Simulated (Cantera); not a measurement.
Reactions in the system Ba-F-H

Cantera with NASA thermochemical tables; ideal gases at 1 bar, condensed phases pure. Values are per mole of reaction as written; species without (g) are pure solids or liquids, kept so even where they would boil at 1 bar.

2 H(g) + BaF2 → Ba + 2 HF(g)

| T (K) | ΔH° (kJ) | ΔS° (J/K) | ΔG° (kJ) | log10 K | condensed phases |
|---|---|---|---|---|---|
| 300 | 227.4 | 84.0 | 202.2 | -35.20 | BaF2(s), Ba(s) |
| 650 | 216.9 | 60.9 | 177.3 | -14.24 | BaF2(s), Ba(s) |
| 725 | 214.5 | 57.5 | 172.8 | -12.45 | BaF2(s), Ba(s) |
| 800 | 212.1 | 54.4 | 168.6 | -11.01 | BaF2(s), Ba(s) |
| 875 | 209.7 | 51.5 | 164.6 | -9.83 | BaF2(s), Ba(s) |
| 950 | 207.2 | 48.8 | 160.9 | -8.85 | BaF2(s), Ba(s) |
| 1025 | 212.5 | 54.1 | 157.1 | -8.01 | BaF2(s), Ba(l) |
| 1100 | 209.1 | 50.8 | 153.2 | -7.27 | BaF2(s), Ba(l) |
